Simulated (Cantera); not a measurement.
Charge: 1 mol SiO2, 28 mol H2, 0.55 mol N2, equilibrated at 1100 °C.

Method: chemical equilibrium by Gibbs-energy minimisation in Cantera with the NASA 1993 tables (ideal gas, pure condensed phases). Candidate condensed phases: H2O, Si, SiO2, Si2N2O, Si3N4; 35 gas species. N2 is the only nitrogen source here; it is nearly inert below about 1500 K, so the nitride shown seldom forms there in practice. Mutual solubility and eutectic melting of coexisting phases are not modelled. The tables hold silica as quartz up to 1696 K and as liquid above; real silica turns to tridymite and cristobalite and melts near 1996 K. Rates play no part.

Problem. Which condensed phases are stable at each of these points (P (Pa)): 10, 100, 1000, 10000, 100000, 1000000?

Solution. 
```tsv
P (Pa)	condensed phases	Si condensed (%)
10	SiO2(β-quartz)	98.4
100	SiO2(β-quartz)	99.5
1000	SiO2(β-quartz)	99.8
10000	SiO2(β-quartz) + Si2N2O(s)	100.0
100000	SiO2(β-quartz) + Si2N2O(s)	100.0
1000000	SiO2(β-quartz) + Si2N2O(s)	100.0
```

From 10.0 Pa to 10.0 mbar the condensed part is SiO2(β-quartz). From 0.100 bar to 10.0 bar the condensed part is SiO2(β-quartz) + Si2N2O(s).
